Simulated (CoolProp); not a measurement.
The fluid at 352.45 K and 1.82 MPa is throttled through a valve to 0.464 MPa with no heat exchange. The same conditions are run with several fluids, on thermodynamics alone (safety and materials aside).

Values from CoolProp's reference Helmholtz-energy equation of state of each fluid (n-butane: Bücker 2006; R114: Platzer 1990; n-nonane: Lemmon 2006; trans-2-butene: Lemmon 2005; n-undecane: Aleksandrov 2011). The equations of Platzer and Polt are older, rougher fits.

```
fluid           temperature change (K)                       final phase  final density (kg/m³)
--------------  ----------------------  --------------------------------  ---------------------
n-butane                             ?  two-phase, vapour fraction 0.255                   42.4
R114                             -27.9  two-phase, vapour fraction 0.255                      ?
n-nonane                          +0.5                            liquid                    671
trans-2-butene                       ?  two-phase, vapour fraction 0.222                      ?
n-undecane                        +0.5                            liquid                    695
```

Question: What belongs in the gaps?

Answer: 
- n-butane, temperature change (K): -31.8
- R114, final density (kg/m³): 123
- trans-2-butene, temperature change (K): -30.7
- trans-2-butene, final density (kg/m³): 46.5
